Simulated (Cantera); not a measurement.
Charge: 1 mol SiO2, 0.54 mol CO, at 100 Torr.

These are equilibrium values from Cantera (NASA tables, ideal gas, pure condensed phases), not measurements of a reactor. Candidate condensed phases: C, Si, SiC, SiO2; 20 gas species. The tables hold silica as quartz up to 1696 K and as liquid above; real silica turns to tridymite and cristobalite and melts near 1996 K. Equilibrium is a limit: real reactors are often held back by kinetics, nucleation or transport.

Over these rows the condensed part is C(graphite) + SiO2(β-quartz). Partial pressures as log10 of bar:

```csv
T (K),1000/T (1/K),log p CO2,log p CO
1023,0.9775,-2.24,-0.89
1073,0.9320,?,-0.88
1123,0.8905,-2.98,-0.88
1173,0.8525,-3.31,-0.88
1223,0.8177,-3.61,-0.88
1273,0.7855,-3.89,-0.88
```

Question: Fit log p(CO2) = a + b·(1000/T) to the five rows, give the apparent enthalpy, and predict the row at 1073 K.

Answer: Means: 1000/T = 0.8647, log p = -3.206. Sxy = 0.189225, Sxx = 0.0220200, so b = 8.59 and a = -3.206 − (8.59)×0.8647 = -10.63.
Apparent enthalpy: −19.145 × (8.59) = -164 kJ/mol. With the condensed phases at unit activity, 2 CO(g) = CO2(g) + C(graphite) links this pressure to the main gases: over the six rows their terms move log p by +0.02 in all, so the slope is close to that reaction's ΔH°. The five rows lie within 0.01 of the line.
Prediction at 1073 K: -10.63 + (8.59)×0.9320 = -2.62. The computed value is -2.62, 0.00 from the line.
